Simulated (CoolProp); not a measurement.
Vapour-liquid equilibrium of carbonyl sulfide (1) + propane (2) at 8.55 bar; x and y are mole fractions of (1).

The numbers come from the multi-fluid Helmholtz-energy mixture model, Lemmon 2006 and Lemmon 2009; pair parameters Bell 2016 in CoolProp.

```csv
x,bubble temperature (K),y at the bubble point,dew temperature at overall composition x (K),liquid density (mol/L)
0.05,293.1,0.067,293.3,11.53
0.2,290.9,0.247,291.4,12.21
0.35,289.1,0.407,289.7,12.96
0.5,287.5,0.557,288.1,13.78
0.65,286.1,0.699,286.6,14.68
0.8,284.7,0.835,285.0,15.69
0.95,283.2,0.961,283.3,16.80
```

No azeotrope shows between x = 0.05 and 0.95.

Pair parameters are fitted to limited data, so mixtures are less certain than the pure fluids.
